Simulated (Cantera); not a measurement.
## Stirred combustor or abatement burner

A perfectly stirred reactor is fed with C3H8 : O2 : N2 : H2 = 1 : 3.85 : 10 : 0.49 (molar parts), equivalence ratio 1.4, at 0.316 atm; it is adiabatic with a 525 K inlet, and is followed from long to short residence time, starting on the burning branch (τ in s: 0.044, 0.024, 0.013, 0.0069, 0.0037, 0.002, 0.0011, 0.00058, 0.00031, 0.00017, 9.2e-05, 4.9e-05, 2.7e-05).

Detailed kinetics in Cantera: GRI-Mech 3.0 (53 species, 325 reactions). GRI-Mech 3.0 was tuned for natural gas; its chemistry of propane as a main component is partial and can be far from experiment.

```csv
τ (s),T (K),x C3H8,x O2,x CH2,x CH4,x C2H,x HO2,x HCO
0.044,2456,3.33e-7,0.00166,7.01e-7,1.71e-6,4.96e-8,3.66e-7,2.55e-7
0.024,2443,5.83e-7,0.00193,1.15e-6,2.64e-6,8.00e-8,4.02e-7,4.19e-7
0.013,2427,1.02e-6,0.00229,1.88e-6,4.02e-6,1.27e-7,4.46e-7,7.15e-7
0.0069,2408,1.83e-6,0.00274,3.08e-6,6.25e-6,2.05e-7,5.01e-7,1.27e-6
0.0037,2389,3.26e-6,0.00327,5.09e-6,9.92e-6,3.34e-7,5.68e-7,2.27e-6
0.0020,2371,5.88e-6,0.00392,8.54e-6,1.63e-5,5.57e-7,6.59e-7,4.07e-6
0.0011,2355,1.06e-5,0.00478,1.45e-5,2.76e-5,9.47e-7,8.10e-7,7.27e-6
0.00058,2335,2.05e-5,0.00625,2.60e-5,5.09e-5,1.73e-6,1.15e-6,1.36e-5
0.00031,2307,4.05e-5,0.00886,4.69e-5,9.78e-5,3.21e-6,2.01e-6,2.54e-5
0.00017,2260,8.35e-5,0.0138,8.23e-5,0.000197,5.82e-6,4.57e-6,4.67e-5
9.2e-5,2148,0.000216,0.0255,0.000142,0.000499,1.01e-5,1.65e-5,8.83e-5
4.9e-5,525,0.0652,0.251,<1e-12,<1e-12,<1e-12,<1e-12,<1e-12
2.7e-5,525,0.0652,0.251,<1e-12,<1e-12,<1e-12,<1e-12,<1e-12
```
x: mole fraction; the columns are a selection and need not sum to one.
